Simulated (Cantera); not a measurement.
## Thermodynamics of oxide etching and cleaning by halides, feed SiO2 + HCl + O2

A closed system holds: 1 mol SiO2, 1.1 mol HCl, 17 mol O2, held at 31.0 Pa.

Equilibrium computed with Cantera from the NASA thermochemical tables; the gas is ideal and each condensed phase is pure. Candidate condensed phases: H2O, Si, SiO2; 30 gas species. The tables hold silica as quartz up to 1696 K and as liquid above; real silica turns to tridymite and cristobalite and melts near 1996 K. The numbers say what is thermodynamically allowed, not how fast it happens.

```
T (°C)   x O2   x HCl     x Cl    x H2O       x O  n SiO2(β-quartz)  n SiO2(condensed)
------  -----  ------  -------  -------  --------  ----------------  -----------------
800     0.938  0.0528  0.00304  0.00400   6.84e-8              1.00                  0
850     0.937  0.0525  0.00477  0.00414   2.42e-7              1.00                  0
900     0.936  0.0515  0.00686  0.00460   7.68e-7              1.00                  0
950     0.935  0.0500  0.00921  0.00534   2.22e-6              1.00                  0
1000    0.934  0.0480   0.0117  0.00632   5.90e-6              1.00                  0
1050    0.932  0.0456   0.0144  0.00747   1.46e-5              1.00                  0
1100    0.931  0.0429   0.0172  0.00875   3.38e-5              1.00                  0
1150    0.929  0.0401   0.0201   0.0101   7.37e-5              1.00                  0
1200    0.928  0.0372   0.0230   0.0115  0.000153              1.00                  0
1250    0.926  0.0343   0.0259   0.0128  0.000302              1.00                  0
1300    0.924  0.0314   0.0288   0.0141  0.000570             1.000                  0
1350    0.922  0.0286   0.0316   0.0153   0.00104             1.000                  0
1400    0.920  0.0259   0.0342   0.0164   0.00182             1.000                  0
1450    0.917  0.0234   0.0367   0.0173   0.00309                 0              1.000
```
x: gas mole fraction; n: condensed amount in mol.

From 800 °C to 1400 °C the condensed part is SiO2(β-quartz). At 1450 °C the condensed part is SiO2(condensed).
